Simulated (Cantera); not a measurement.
A closed system holds: 1 mol TEOS, 15 mol CO2, 3.1 mol N2O, held at 1.00 bar.

Cantera equilibrium calculation (NASA polynomials, part measured and part estimated; ideal gas, pure solids and liquids). The feed counts by its element totals alone. The tables hold silica as quartz up to 1696 K and as liquid above; real silica turns to tridymite and cristobalite and melts near 1996 K. Gases not in the tables: Si(OH)4. Rates play no part. All values below are at 1223 K.

| species | before | after |
|---|---|---|
| CO | 0.421 | 0.462 |
| CO2 | 0.216 | 0.199 |
| H2 | 0.158 | 0.176 |
| N2 | 0.0859 | 0.0517 |
| H2O | 0.119 | 0.111 |
| SiO2(β-quartz), mol | 1.00 | 1.00 |
Gas species are given as mole fractions.

What was changed between the two runs?
(A) N2O from 3.1 to 1.8 mol
(B) CO2 from 15 to 2.5 mol
(C) N2O from 3.1 to 0.11 mol
(D) TEOS replaced by SiH4

A, N2O from 3.1 to 1.8 mol
